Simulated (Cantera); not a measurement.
Charge: 1 mol MgCO3, 0.25 mol CO2, 0.28 mol H2O, equilibrated at 71.0 mbar.

Method: chemical equilibrium by Gibbs-energy minimisation in Cantera with the NASA 1993 tables (ideal gas, pure condensed phases). Candidate condensed phases: C, C6H6, C7H8, C8H18, H2O, Mg, MgCO3, MgO, Mg(OH)2; 116 gas species. Equilibrium is a limit: real reactors are often held back by kinetics, nucleation or transport. All values below are at 1300 K.

Base state: CO2 0.817, H2O 0.183, CO 7.36e-5, O2 4.06e-5 (mole fractions); condensed: MgO(s).

**Question.** What changes in the equilibrium state with this change: 0.15 mol H2S added?

**Answer.** 
```
species       before     after
-----------  -------  --------
CO2            0.817     0.603
H2O            0.183     0.213
CO           7.36e-5     0.103
SO2                0    0.0244
S2                 0    0.0243
H2           9.35e-6    0.0206
H2S                0   0.00948
COS                0   0.00152
S2O                0  0.000260
MgO(s), mol     1.00      1.00
```
Further candidate phases: H2SO4, MgS, MgSO4, S.
